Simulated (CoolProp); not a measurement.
A single-stage vapour-compression cycle with R407C: evaporating at 233.15 K (dew point), condensing at 256.15 K (bubble point), superheat 5 K, subcooling 5 K, compressor efficiency 0.65, no pressure losses. Each further row changes one setting.

The numbers come from the reference Helmholtz-energy equation of state, Lemmon 2003 in CoolProp. It is a pseudo-pure fit of the blend.

```tsv
case	cooling COP	pressure ratio	discharge temperature (K)	refrigerating effect (kJ/kg)	volumetric capacity (kJ/m³)
as stated	4.64	3.66	302.7	222	856
evaporating temperature 238.15 K	?	2.86	295.7	225	1100
condensing temperature 251.15 K	5.67	?	?	229	?
subcooling 10 K	4.78	3.66	302.7	229	882
superheat 15 K	4.59	3.66	314.0	230	?
compressor efficiency 0.55	3.93	3.66	312.5	222	856
```

Some entries are withheld; supply them.


- evaporating temperature 238.15 K, cooling COP: 5.82
- condensing temperature 251.15 K, pressure ratio: 3.02
- condensing temperature 251.15 K, discharge temperature (K): 293.0
- condensing temperature 251.15 K, volumetric capacity (kJ/m³): 883
- superheat 15 K, volumetric capacity (kJ/m³): 846
